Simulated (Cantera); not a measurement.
Cantera run, input and output.

```python
import numpy as np
import cantera as ct

gas = ct.Solution("h2o2.yaml")
gas.TPX = 1575, 101325, {'H2': 1, 'O2': 0.758, 'N2': 2.85}
reactor = ct.IdealGasConstPressureReactor(gas, energy="on", clone=False)
net = ct.ReactorNet([reactor])
net.rtol, net.atol = 1e-08, 1e-16
show = ['H2', 'O2', 'O', 'OH', 'H', 'HO2', 'H2O2']
times = np.geomspace(5e-06, 4, 13)

steps = ct.SolutionArray(gas, extra=["t"])
rows = []
print(f"{'t/s':>10s}{'T/K':>9s}{'P/Pa':>11s}" + "".join(f"{s:>11s}" for s in show))
for t in times:
    while net.time < t:
        t_next = net.step()
        steps.append(gas.state, t=t_next)
    rows.append([np.interp(t, steps.t, y) for y in (steps.T, steps.P, *steps(*show).X.T)])
    print(f"{t:10.3e}{rows[-1][0]:9.1f}{rows[-1][1]:11.4g}" + "".join(f"{x:11.3e}" for x in rows[-1][2:]))
rate = np.gradient(steps.T, steps.t)
print("integrator steps:", len(steps.t))
if steps.T.max() > steps.T[0] + 200:
    print(f"time of steepest temperature rise: {steps.t[rate.argmax()]:.4e} s")
gas.TPX = 1575, 101325, {'H2': 1, 'O2': 0.758, 'N2': 2.85}
gas.equilibrate("HP")
print(f"equilibrium (HP): T = {gas.T:.1f} K  " + "  ".join(f"{s} {gas[s].X[0]:.3e}" for s in show))
```

Result:

```
       t/s      T/K       P/Pa         H2         O2          O         OH          H        HO2       H2O2
 5.000e-06   1575.1  1.013e+05  2.167e-01  1.643e-01  3.727e-05  3.498e-05  1.804e-04  6.384e-06  1.062e-07
 1.552e-05   1867.0  1.013e+05  3.326e-02  6.735e-02  3.547e-02  2.259e-02  6.818e-02  2.518e-05  1.002e-06
 4.817e-05   2336.9  1.013e+05  2.774e-02  6.096e-02  2.367e-02  3.173e-02  3.043e-02  1.116e-05  3.025e-07
 1.495e-04   2674.1  1.013e+05  1.711e-02  5.820e-02  1.237e-02  3.089e-02  1.070e-02  1.147e-05  4.055e-07
 4.642e-04   2737.4  1.013e+05  1.443e-02  5.793e-02  1.016e-02  2.945e-02  7.860e-03  1.370e-05  5.558e-07
 1.441e-03   2737.5  1.013e+05  1.443e-02  5.793e-02  1.016e-02  2.945e-02  7.856e-03  1.371e-05  5.560e-07
 4.472e-03   2737.5  1.013e+05  1.443e-02  5.793e-02  1.016e-02  2.945e-02  7.856e-03  1.371e-05  5.560e-07
 1.388e-02   2737.5  1.013e+05  1.443e-02  5.793e-02  1.016e-02  2.945e-02  7.856e-03  1.371e-05  5.560e-07
 4.309e-02   2737.5  1.013e+05  1.443e-02  5.793e-02  1.016e-02  2.945e-02  7.856e-03  1.371e-05  5.560e-07
 1.337e-01   2737.5  1.013e+05  1.443e-02  5.793e-02  1.016e-02  2.945e-02  7.856e-03  1.371e-05  5.560e-07
 4.152e-01   2737.5  1.013e+05  1.443e-02  5.793e-02  1.016e-02  2.945e-02  7.856e-03  1.371e-05  5.560e-07
 1.289e+00   2737.5  1.013e+05  1.443e-02  5.793e-02  1.016e-02  2.945e-02  7.856e-03  1.371e-05  5.560e-07
 4.000e+00   2737.5  1.013e+05  1.443e-02  5.793e-02  1.016e-02  2.945e-02  7.856e-03  1.371e-05  5.560e-07
integrator steps: 1111
time of steepest temperature rise: 1.0636e-05 s
equilibrium (HP): T = 2737.5 K  H2 1.443e-02  O2 5.793e-02  O 1.016e-02  OH 2.945e-02  H 7.856e-03  HO2 1.371e-05  H2O2 5.560e-07
```

Detailed kinetics in Cantera: the H2/O2 subset of GRI-Mech 3.0, which has no nitrogen chemistry.
